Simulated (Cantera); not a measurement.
Feed: 1 mol Al(CH₃)₃, 2.1 mol N₂, held at 1750 K and 10000 Pa.

Equilibrium computed with Cantera from the NASA thermochemical tables; the gas is ideal and each condensed phase is pure. Candidate condensed phases: Al, AlN, C, C₆H₆, C₇H₈, C₈H₁₈; 97 gas species. The feed counts by its element totals alone. The numbers say what is thermodynamically allowed, not how fast it happens.

Base state: H₂ 0.736, N₂ 0.261, HCN 0.00209, H 0.000631, C₂H₂ (acetylene) 8.46e-5, HNC 7.08e-5, CH₄ 4.95e-5 (mole fractions); condensed: AlN(s) + C(graphite).

What changes in the equilibrium state with this change: temperature from 1750 K to 1998 K?


```tsv
species	before	after
H₂	0.736	0.729
N₂	0.261	0.259
HCN	0.00209	0.00635
H	0.000631	0.00433
Al	5.55e-6	0.00123
AlH	7.88e-7	9.31e-5
C₂H₂ (acetylene)	8.46e-5	0.000552
HNC	7.08e-5	0.000360
CH₄	4.95e-5	2.26e-5
AlN(s), mol	1.000	0.992
C(graphite), mol	2.99	2.95
```

What changes in the equilibrium state with this change: pressure from 10000 Pa to 13.0 Pa?


```tsv
species	before	after
H₂	0.736	0.594
N₂	0.261	0.272
Al	5.55e-6	0.116
H	0.000631	0.0157
CH₄	4.95e-5	4.19e-8
AlH	7.88e-7	0.000534
AlN(s), mol	1.000	0.130
C(graphite), mol	2.99	2.98
```

What changes in the equilibrium state with this change: N₂ from 2.1 to 0.87 mol?


```tsv
species	before	after
H₂	0.736	0.922
N₂	0.261	0.0753
HCN	0.00209	0.00126
Al	5.55e-6	1.03e-5
HNC	7.08e-5	4.26e-5
CH₄	4.95e-5	7.77e-5
C₂H₂ (acetylene)	8.46e-5	0.000106
AlN(s), mol	1.000	1.000
C(graphite), mol	2.99	2.99
```
